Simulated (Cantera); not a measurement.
A Cantera script and what it prints.

```python
import numpy as np
import cantera as ct

gas_names = """
    C CO COS CO2 CS CS2 C2 C2O C3 C3O2 C4 C5 O O2 O3 S SO SO2 SO3 S2 S2O S8
""".split()
cond_names = """
    C(gr) S(cr1) S(cr2) S(L)
""".split()


# ... load() reads the species with a 1 bar reference pressure and builds the phases ...
atoms = {
    'CS2': {'C': 1, 'S': 2},
    'O2': {'O': 2},
}
top_T = {'C(gr)': 4500}  # K; cautious upper limits of use, not melting points


# ... equilibrate(T, P, feed) seeds the gas with the atoms and calls Mixture.equilibrate('TP', solver="vcs", rtol=1e-11, max_steps=5000) ...
results = []
T = 2650  # K
P = 100000  # Pa
for m in [0.27, 0.35, 0.45, 0.58, 0.75, 0.98, 1.3, 1.6]:
    feed = {'CS2': 1, 'O2': m}  # mol
    mix = equilibrate(T, P, feed)
    results.append((T, P, feed, dict(zip(mix.species_names, mix.species_moles))))

top = {s: max(r[3][s] / sum(r[3][g] for g in gas_names) for r in results) for s in gas_names}
cols = sorted((s for s in top if top[s] > 0.001), key=lambda s: -top[s])[:6]
seen = [c for c in cond_names if any(r[3].get(c, 0) > 1e-12 for r in results)]
print("log10 of partial pressures in bar; condensed amounts in mol")
print(f"{'n(O2)':>10s}" + "".join(f"{s[:9]:>10s}" for s in cols + seen))
for T, P, feed, n in results:
    ng = sum(n[g] for g in gas_names)
    print(f"{feed['O2']:10.4g}" + "".join(f"{np.log10(max(n[s] / ng * P / 1e5, 1e-99)):10.3f}" for s in cols)
          + "".join(f"{n.get(c, 0):10.4g}" for c in seen))
```

Output:

```
log10 of partial pressures in bar; condensed amounts in mol
     n(O2)        CO        S2       SO2        SO        CS       CS2
      0.27    -0.499    -0.440    -9.303    -4.998    -0.855    -0.882
      0.35    -0.417    -0.398    -8.623    -4.647    -1.081    -1.087
      0.45    -0.343    -0.356    -7.369    -4.010    -1.603    -1.588
      0.58    -0.339    -0.376    -2.078    -1.370    -4.259    -4.255
      0.75    -0.378    -0.452    -1.333    -1.016    -4.728    -4.762
      0.98    -0.422    -0.558    -0.963    -0.858    -5.036    -5.122
       1.3    -0.475    -0.720    -0.702    -0.767    -5.341    -5.509
       1.6    -0.522    -0.904    -0.550    -0.738    -5.602    -5.861
```

Method: chemical equilibrium by Gibbs-energy minimisation in Cantera with the NASA 1993 tables (ideal gas, pure condensed phases).
